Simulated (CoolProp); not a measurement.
Properties of benzene along the isobar 0.931 MPa (Tc = 562.0 K, pc = 4.906 MPa, ω = 0.211).

Model: reference Helmholtz-energy equation of state, Thol 2012, in CoolProp.

```json
[
 {"T (K)": "480.4", "phase": "gas", "cp (kJ/(kg K))": "1.851", "isothermal compressibility (1/MPa)": "1.242", "expansivity (1/kK)": "3.187", "conductivity (mW/(m K))": "29.3", "Prandtl number": "0.759"},
 {"T (K)": "491.2", "phase": "gas", "cp (kJ/(kg K))": "1.871", "isothermal compressibility (1/MPa)": "1.224", "expansivity (1/kK)": "3.002", "conductivity (mW/(m K))": "30.4", "Prandtl number": "0.757"},
 {"T (K)": "501.9", "phase": "gas", "cp (kJ/(kg K))": "1.891", "isothermal compressibility (1/MPa)": "1.209", "expansivity (1/kK)": "2.844", "conductivity (mW/(m K))": "31.5", "Prandtl number": "0.756"},
 {"T (K)": "512.6", "phase": "gas", "cp (kJ/(kg K))": "1.913", "isothermal compressibility (1/MPa)": "1.197", "expansivity (1/kK)": "2.707", "conductivity (mW/(m K))": "32.6", "Prandtl number": "0.756"},
 {"T (K)": "523.4", "phase": "gas", "cp (kJ/(kg K))": "1.935", "isothermal compressibility (1/MPa)": "1.186", "expansivity (1/kK)": "2.584", "conductivity (mW/(m K))": "33.7", "Prandtl number": "0.756"},
 {"T (K)": "534.1", "phase": "gas", "cp (kJ/(kg K))": "1.957", "isothermal compressibility (1/MPa)": "1.176", "expansivity (1/kK)": "2.477", "conductivity (mW/(m K))": "34.8", "Prandtl number": "0.755"},
 {"T (K)": "544.8", "phase": "gas", "cp (kJ/(kg K))": "1.979", "isothermal compressibility (1/MPa)": "1.168", "expansivity (1/kK)": "2.380", "conductivity (mW/(m K))": "35.9", "Prandtl number": "0.756"},
 {"T (K)": "555.6", "phase": "gas", "cp (kJ/(kg K))": "2.002", "isothermal compressibility (1/MPa)": "1.160", "expansivity (1/kK)": "2.293", "conductivity (mW/(m K))": "37.1", "Prandtl number": "0.756"},
 {"T (K)": "566.3", "phase": "gas", "cp (kJ/(kg K))": "2.025", "isothermal compressibility (1/MPa)": "1.154", "expansivity (1/kK)": "2.214", "conductivity (mW/(m K))": "38.2", "Prandtl number": "0.756"},
 {"T (K)": "577.1", "phase": "gas", "cp (kJ/(kg K))": "2.047", "isothermal compressibility (1/MPa)": "1.148", "expansivity (1/kK)": "2.141", "conductivity (mW/(m K))": "39.4", "Prandtl number": "0.757"},
 {"T (K)": "587.8", "phase": "gas", "cp (kJ/(kg K))": "2.069", "isothermal compressibility (1/MPa)": "1.142", "expansivity (1/kK)": "2.074", "conductivity (mW/(m K))": "40.5", "Prandtl number": "0.757"},
 {"T (K)": "598.5", "phase": "gas", "cp (kJ/(kg K))": "2.091", "isothermal compressibility (1/MPa)": "1.138", "expansivity (1/kK)": "2.013", "conductivity (mW/(m K))": "41.6", "Prandtl number": "0.758"},
 {"T (K)": "609.3", "phase": "gas", "cp (kJ/(kg K))": "2.113", "isothermal compressibility (1/MPa)": "1.133", "expansivity (1/kK)": "1.956", "conductivity (mW/(m K))": "42.8", "Prandtl number": "0.759"},
 {"T (K)": "620", "phase": "gas", "cp (kJ/(kg K))": "2.135", "isothermal compressibility (1/MPa)": "1.129", "expansivity (1/kK)": "1.903", "conductivity (mW/(m K))": "44.0", "Prandtl number": "0.759"}
]
```

Viscosity comes from a separate model (Avgeri 2014). Thermal conductivity comes from a separate model (Assael 2012).
